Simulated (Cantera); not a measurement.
Input: 1 mol SO₂, 0.019 mol O₂, 1.4 mol H₂, at 1 atm.

These are equilibrium values from Cantera (NASA tables, ideal gas, pure condensed phases), not measurements of a reactor. Candidate condensed phases: H₂O, H₂SO₄, S; 19 gas species. Rates play no part. All values below are at 1302 °C.

Base state: H₂O 0.590, SO₂ 0.195, S₂ 0.117, H₂ 0.0470, H₂S 0.0416, S₂O 0.00437, SO 0.00352, SH 0.00159 (mole fractions); condensed: gas only.

Question: What changes in the equilibrium state with this change: pressure from 1 atm to 210 bar?

Answer: 
```tsv
species	before	after
H₂O	0.590	0.579
SO₂	0.195	0.212
H₂S	0.0416	0.108
S₂	0.117	0.0762
H₂	0.0470	0.0105
S₂O	0.00437	0.0125
S	3.17e-5	1.78e-6
SO	0.00352	0.000867
SH	0.00159	0.000608
```
The ideal-gas law is rough above about 30 bar.

Question: What changes in the equilibrium state with this change: H₂ from 1.4 to 6.3 mol?

Answer: 
```csv
species,before,after
H₂,0.0470,0.533
H₂O,0.590,0.320
H₂S,0.0416,0.136
SO₂,0.195,0.000128
S₂,0.117,0.00971
S₂O,0.00437,1.73e-5
SO,0.00352,4.84e-5
```

Question: What changes in the equilibrium state with this change: SO₂ replaced by NH₃?

Answer: 
```csv
species,before,after
H₂,0.0470,0.842
N₂,0,0.147
H₂O,0.590,0.0112
SO₂,0.195,0
S₂,0.117,0
H₂S,0.0416,0
S₂O,0.00437,0
SO,0.00352,0
SH,0.00159,0
S,3.17e-5,0
```
